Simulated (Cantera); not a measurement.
A jet of 6.43 % CH4, 16.6 % O2, 77.0 % N2, equivalence ratio 0.78 at 300 K and 143 Torr hits a platinum plate 7.2 cm away at a mass flux of 0.062 kg/m²/s; the plate temperature is set and raised in steps from an oxygen-covered start.

Cantera simulation using Deutschmann's 1995 Pt surface mechanism with GRI-Mech 3.0 gas chemistry; the numbers are that mechanism's predictions, not measurements. Catalytic surfaces can have several steady states; this one follows from the mechanism file's or the stated starting coverage.

x: mole fraction at the wall; θ: surface coverage.

```csv
plate T (K),wall x CH4,wall x O2,wall x H2O,wall x OH,wall x CO,wall x CO2,θ free Pt,θ O*,θ OH*
950,0.0213,0.0735,0.0802,1.09e-7,1.07e-5,0.0533,0.249,0.749,0.00289
1000,0.0137,0.0574,0.0941,2.91e-7,9.53e-6,0.0628,0.328,0.669,0.00283
1050,0.00938,0.0485,0.102,6.81e-7,8.87e-6,0.0680,0.405,0.592,0.00260
1100,0.00689,0.0434,0.106,1.45e-6,8.68e-6,0.0710,0.478,0.520,0.00232
1150,[?],0.0403,0.109,[?],8.89e-6,0.0727,[?],[?],[?]
1200,[?],0.0385,0.110,[?],9.47e-6,0.0736,[?],[?],[?]
1250,0.00361,0.0376,0.111,9.25e-6,1.05e-5,0.0741,0.665,0.334,0.00152
1300,0.00307,0.0371,0.111,1.54e-5,1.21e-5,0.0741,0.716,0.283,0.00130
```

Complete the blanks.


- 1150, wall x CH4: 0.00534
- 1150, wall x OH: 2.87e-6
- 1150, θ free Pt: 0.546
- 1150, θ O*: 0.452
- 1150, θ OH*: 0.00203
- 1200, wall x CH4: 0.00432
- 1200, wall x OH: 5.30e-6
- 1200, θ free Pt: 0.608
- 1200, θ O*: 0.390
- 1200, θ OH*: 0.00176
